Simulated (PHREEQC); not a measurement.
Synthetic water in mg/L, 20 °C, pH 5.66, pe 8.4: Na 2.17; K 4.91e-05; Ca 9.16; Mg 1.4; Cl 16.5; S(6) as SO4 2.27; Alkalinity as HCO3 9.59; Ba 0.217; O(0) (dissolved oxygen) 0.0179; Pb 0.0813; Cd 0.0773; F 0.0298.

Valence states are taken as typed.

Computed with PHREEQC (ion-association model, wateq4f.dat).

No solid was allowed to form.

**Question.** Estimate the charge-balance error.

**Answer.** charge-balance error 0.0 %.

**Question.** In which forms is Pb present?

**Answer.** Pb+2 84 %, PbHCO3+ 9.3 %, PbCO3 3.8 %, PbCl+ 1.2 %, PbSO4 0.8 %, PbOH+ 0.7 % of the Pb.
